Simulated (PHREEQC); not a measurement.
Solution (20 °C): 0.006 mol/kgw HBr and 0.013 mol/kgw CuCl2. Closed to the air; pH follows from the charge balance.

The numbers come from PHREEQC with the ion-association model, wateq4f.dat.

* **pH**: 2.29
* **ionic strength**: 0.0443 mol/kgw
* **total alkalinity**: -6.00 meq/kg

```csv
species,molality,activity,log γ
Cl-,0.0256,0.0211,-0.085
Cu+2,0.0127,0.00633,-0.301
H+,0.00600,0.00516,-0.066
Br-,0.00600,0.00498,-0.081
CuCl+,0.000339,0.000280,-0.083
CuCl2,2.97e-6,3.00e-6,0.004
CuOH+,1.49e-8,1.23e-8,-0.083
```

Precipitation was switched off in this run.
